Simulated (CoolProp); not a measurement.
Vapour-liquid equilibrium of fluoroethane (R161) (1) + R1234yf (2) at 0.198 MPa; x and y are mole fractions of (1).

Values from CoolProp's multi-fluid Helmholtz-energy mixture model, Wu 2012 and Lemmon 2022; pair parameters Bell 2016.

### Question
Give the bubble temperature and the first vapour's composition at x = 0.05, 0.15, 0.85. Is there an azeotrope?

### Answer
x = 0.05: 259.4 K, y = 0.073; x = 0.15: 258.1 K, y = 0.208; x = 0.85: 252.0 K, y = 0.876. No azeotrope shows between x = 0.05 and 0.95.

The pair parameters rest on a limited set of measurements; away from them the model extrapolates.
